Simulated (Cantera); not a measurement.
Input: 1 mol PbS, 89 mol H2, held at 0.133 bar.

Cantera equilibrium calculation (NASA polynomials, part measured and part estimated; ideal gas, pure solids and liquids). Candidate condensed phases: Pb, PbS, S; 10 gas species. Gases not in the tables: S3 to S7. Kinetics and transport are ignored.

Task: Which condensed phases are stable at each of these points (T (K)): 1150, 1225, 1300, 1375, 1450, 1525, 1600, 1675, 1750, 1825, 1900?

Result: 
| T (K) | condensed phases | Pb condensed (%) |
|---|---|---|
| 1150 | Pb(l) | 53.3 |
| 1225 | gas only | 0.0 |
| 1300 | gas only | 0.0 |
| 1375 | gas only | 0.0 |
| 1450 | gas only | 0.0 |
| 1525 | gas only | 0.0 |
| 1600 | gas only | 0.0 |
| 1675 | gas only | 0.0 |
| 1750 | gas only | 0.0 |
| 1825 | gas only | 0.0 |
| 1900 | gas only | 0.0 |

At 1150 K the condensed part is Pb(l). From 1225 K to 1900 K nothing is condensed.
